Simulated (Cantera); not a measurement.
Feed: 1 mol Pb, 7.3 mol CO, 31 mol H2, equilibrated at 502 °C and 80.0 Pa.

Cantera equilibrium calculation (NASA polynomials, part measured and part estimated; ideal gas, pure solids and liquids). Candidate condensed phases: C, C6H6, C7H8, C8H18, H2O, Pb, PbO, PbO2, Pb3O4; 113 gas species. Kinetics and transport are ignored.

Question: What is the equilibrium state?

Answer: 
* **x(H2)**: 0.812
* **x(CO)**: 0.176
* **x(CO2)**: 0.00567
* **x(H2O)**: 0.00517
* **x(CH4)**: 0.00108
* **x(Pb)**: 3.11e-5
* **n(C(graphite))**: 0.369 mol
* **n(Pb(l))**: 0.999 mol
* **gas amount**: 37.85 mol
* **log10 activity of PbO2(s) (absent)**: -23.78
* **log10 activity of Pb3O4(s) (absent)**: -35.84
